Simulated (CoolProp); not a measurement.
Aqueous calcium chloride as a coolant, at 7 °C, 1 atm.

Model: Melinder's fits for secondary coolants, in CoolProp.

```json
[
 {"mass %": "3", "freezing point (°C)": "-1.4", "conductivity (W/(m K))": "0.573", "density (kg/m³)": "1024", "viscosity (mPa s)": "1.52", "cp (kJ/(kg K))": "3.998"},
 {"mass %": "6.3", "freezing point (°C)": "[?]", "conductivity (W/(m K))": "0.570", "density (kg/m³)": "1053", "viscosity (mPa s)": "1.64", "cp (kJ/(kg K))": "3.796"},
 {"mass %": "9.6", "freezing point (°C)": "[?]", "conductivity (W/(m K))": "0.567", "density (kg/m³)": "[?]", "viscosity (mPa s)": "[?]", "cp (kJ/(kg K))": "3.605"},
 {"mass %": "12.8", "freezing point (°C)": "-8.5", "conductivity (W/(m K))": "0.564", "density (kg/m³)": "1114", "viscosity (mPa s)": "1.97", "cp (kJ/(kg K))": "[?]"},
 {"mass %": "16.1", "freezing point (°C)": "-12.4", "conductivity (W/(m K))": "0.560", "density (kg/m³)": "1145", "viscosity (mPa s)": "2.22", "cp (kJ/(kg K))": "3.256"},
 {"mass %": "19.4", "freezing point (°C)": "-17.3", "conductivity (W/(m K))": "0.556", "density (kg/m³)": "1178", "viscosity (mPa s)": "[?]", "cp (kJ/(kg K))": "3.102"},
 {"mass %": "22.6", "freezing point (°C)": "-23.2", "conductivity (W/(m K))": "[?]", "density (kg/m³)": "1210", "viscosity (mPa s)": "2.98", "cp (kJ/(kg K))": "2.973"},
 {"mass %": "25.9", "freezing point (°C)": "-31.7", "conductivity (W/(m K))": "0.548", "density (kg/m³)": "1244", "viscosity (mPa s)": "[?]", "cp (kJ/(kg K))": "2.860"}
]
```

Some entries are withheld; supply them.


- 6.3, freezing point (°C): -3.1
- 9.6, freezing point (°C): -5.5
- 9.6, density (kg/m³): 1083
- 9.6, viscosity (mPa s): 1.79
- 12.8, cp (kJ/(kg K)): 3.427
- 19.4, viscosity (mPa s): 2.55
- 22.6, conductivity (W/(m K)): 0.553
- 25.9, viscosity (mPa s): 3.56
